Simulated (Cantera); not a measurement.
An isothermal, constant-pressure homogeneous reactor starts with H₂ : O₂ : N₂ = 1.6 : 1 : 4.3 (molar parts), equivalence ratio 0.80, at 848 K and 750 Torr. Integrator tolerance rtol = 1e-08.

Cantera simulation using the H2/O2 subset of GRI-Mech 3.0, which has no nitrogen chemistry; the numbers are that mechanism's predictions, not measurements. Below about 950 K walls govern HO2 and H2O2 in real vessels. The temperature is held fixed by assumption; the heat of reaction is taken as removed at once.

Task: What does this change do: temperature 848 to 750 K?

Result: 
```
quantity                                            before                                      after
----------------  ----------------------------------------  -----------------------------------------
x(H₂) at 200 s     0.000214 (gas-phase equilibrium <1e-12)       0.224 (gas-phase equilibrium <1e-12)
x(O₂) at 200 s       0.0329 (gas-phase equilibrium 0.0328)       0.141 (gas-phase equilibrium 0.0328)
x(H) at 200 s      1.74e-11 (gas-phase equilibrium <1e-12)    3.78e-10 (gas-phase equilibrium <1e-12)
x(H₂O₂) at 200 s  3.14e-7 (gas-phase equilibrium 1.36e-11)  0.000748 (gas-phase equilibrium 1.91e-12)
x(OH) at 200 s     1.15e-9 (gas-phase equilibrium 3.54e-9)  6.32e-11 (gas-phase equilibrium 1.75e-10)
```
